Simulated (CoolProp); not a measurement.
Saturation properties of nitrous oxide (Tc = 309.5 K, pc = 7.245 MPa, ω = 0.161).

Computed with CoolProp (reference Helmholtz-energy equation of state, Lemmon 2006). It is a short technical equation, of lower accuracy than the large ones.

```
T (K)     p (MPa)  vapour density (kg/m³)  enthalpy of vaporisation (kJ/kg)  liquid cp (kJ/(kg K))  surface tension (mN/m)
-----  ----------  ----------------------  --------------------------------  ---------------------  ----------------------
219.3      0.5557              (withheld)                             331.4                  1.786                    16.1
226.1  (withheld)                   18.97                             321.7             (withheld)                    14.6
232.8  (withheld)                   24.07                             311.6                  1.842                    13.2
239.6  (withheld)                   30.31                             300.7                  1.880                    11.8
246.3       1.457                   37.69                             289.2                  1.926                    10.5
253.1  (withheld)                   46.66                             276.6                  1.984                    9.13
259.8       2.180                   57.23                             263.2                  2.056                    7.84
266.6       2.629              (withheld)                             248.4                  2.151                    6.57
```

What belongs in the gaps?


- 219.3, vapour density (kg/m³): 14.69
- 226.1, p (MPa): 0.7252
- 226.1, liquid cp (kJ/(kg K)): 1.812
- 232.8, p (MPa): 0.9272
- 239.6, p (MPa): 1.172
- 253.1, p (MPa): 1.794
- 266.6, vapour density (kg/m³): 70.14

It boils at 184.7 K under 1 atm.

Surface tension comes from a separate correlation (Mulero 2012).
